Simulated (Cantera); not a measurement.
## Sublimation and decomposition of ceramics: SiC + Si + N₂

A closed system holds: 1 mol SiC, 0.2 mol Si, 0.044 mol N₂, at 1773.15 K and 133 Pa.

Cantera equilibrium calculation (NASA polynomials, part measured and part estimated; ideal gas, pure solids and liquids). Candidate condensed phases: C, Si, SiC, Si₃N₄; 20 gas species. Mutual solubility and eutectic melting of coexisting phases are not modelled. The tables' values for SiN are old estimates; treat these amounts as uncertain. The numbers say what is thermodynamically allowed, not how fast it happens.

```json
{
 "x(N₂)": "0.998",
 "x(Si)": "0.00160",
 "x(Si₂N)": "4.65e-5",
 "x(SiN)": "2.80e-5",
 "x(Si₂C)": "1.47e-5",
 "x(Si₂)": "8.91e-6",
 "x(Si₃)": "2.15e-6",
 "n(Si(l))": "0.200 mol",
 "n(SiC(s))": "1.000 mol",
 "gas_amount": "0.04407 mol",
 "log10 activity of C(graphite) (absent)": "-1.67"
}
```
